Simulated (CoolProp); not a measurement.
Saturated liquid density (kg/m³) of acetone: the reference equation beside estimates from Tc = 235.0 °C, pc = 4.692 MPa, ω = 0.307. Rackett uses Z = 0.29056 − 0.08775 ω.

Values from CoolProp's reference Helmholtz-energy equation of state, Lemmon 2006. It is a short technical equation, of lower accuracy than the large ones.

```tsv
T (°C)	reference	Rackett	van der Waals	Redlich-Kwong	Soave-Redlich-Kwong	Peng-Robinson
104.95	687.1	603.8	353.4	507.4	535.2	606.6
117.65	669.4	588.3	344.4	491.2	519.3	589.0
130.25	650.8	572.0	334.9	474.2	502.3	570.0
142.85	631.1	554.8	324.8	455.9	483.8	549.2
155.45	609.9	536.4	313.9	436.3	463.6	526.3
168.05	586.9	516.5	302.0	415.0	441.3	500.7
180.75	561.3	494.5	288.9	391.4	416.1	471.7
193.35	532.5	469.8	274.2	365.2	387.7	438.6
```

Absolute difference from the reference over all 8 rows, mean and median: Rackett 12.0 and 12.1 %, van der Waals 48.5 and 48.5 %, Redlich-Kwong 28.4 and 28.1 %, Soave-Redlich-Kwong 24.1 and 23.7 %, Peng-Robinson 13.9 and 13.3 %.
